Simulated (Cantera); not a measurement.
Charge: 1 mol Si, 0.061 mol Cl2, 0.66 mol N2, 0.2 mol H2O, held at 0.100 bar.

Method: chemical equilibrium by Gibbs-energy minimisation in Cantera with the NASA 1993 tables (ideal gas, pure condensed phases). Candidate condensed phases: H2O, NH4Cl, Si, SiO2, Si2N2O, Si3N4; 47 gas species. N2 is the only nitrogen source here; it is nearly inert below about 1500 K, so the nitride shown seldom forms there in practice. Mutual solubility and eutectic melting of coexisting phases are not modelled. Rates play no part.

Over these rows the condensed part is Si2N2O(s) + Si3N4(s). Partial pressures as log10 of bar:

```
T (K)  1000/T (1/K)  log p SiCl2  log p H2  log p HCl  log p N2  log p SiCl4
-----  ------------  -----------  --------  ---------  --------  -----------
1073         0.9320        -6.54     -1.33      -1.49     -1.70        -2.82
1148         0.8711            ?     -1.34      -1.49     -1.71        -2.88
1223         0.8177        -4.92     -1.34      -1.48     -1.71        -2.93
1298         0.7704        -4.26     -1.34      -1.48     -1.71        -2.99
1373         0.7283        -3.69     -1.34      -1.48     -1.71        -3.07
1448         0.6906        -3.20     -1.34      -1.49     -1.70        -3.17
```

Fit log p(SiCl2) = a + b·(1000/T) to the five rows, give the apparent enthalpy, and predict the row at 1148 K.

Means: 1000/T = 0.7878, log p = -4.522. Sxy = -0.485457, Sxx = 0.0349785, so b = -13.88 and a = -4.522 − (-13.88)×0.7878 = 6.41.
Apparent enthalpy: −19.145 × (-13.88) = 266 kJ/mol. With the condensed phases at unit activity, 1/6 Si3N4(s) + 1/2 SiCl4(g) = SiCl2(g) + 1/3 N2(g) links this pressure to the main gases: over the six rows their terms move log p by -0.18 in all, so the slope isn't that reaction's ΔH° alone. The five rows lie within 0.02 of the line.
Prediction at 1148 K: 6.41 + (-13.88)×0.8711 = -5.68. The computed value is -5.68, 0.00 from the line.
